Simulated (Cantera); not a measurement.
A closed system holds: 1 mol Fe2O3, 4.6 mol CO, 0.13 mol H2, held at 3900 Pa.

Cantera equilibrium calculation (NASA polynomials, part measured and part estimated; ideal gas, pure solids and liquids). Candidate condensed phases: C, C6H6, C7H8, C8H18, Fe, Fe(CO)5, FeO, Fe(OH)2, Fe(OH)3, Fe2O3, Fe3O4, H2O; 114 gas species. The tables' stoichiometric FeO is somewhat more stable than real wüstite, so its field is too wide. FeO: taken at fixed stoichiometry. Rates play no part. All values below are at 1950 K.

Base state: CO 0.771, CO2 0.199, H2O 0.0144, H2 0.0127, Fe 0.00216, H 0.000654, OH 6.72e-5, FeO 4.31e-5 (mole fractions); condensed: FeO(l).

What changes in the equilibrium state with this change: pressure from 3900 Pa to 92.0 Pa?


```tsv
species	before	after
CO	0.771	0.661
CO2	0.199	0.245
Fe	0.00216	0.0636
H2	0.0127	0.00896
H2O	0.0144	0.0146
O2	1.26e-6	0.000111
O	2.57e-6	0.000157
FeO(l), mol	1.99	1.67
```
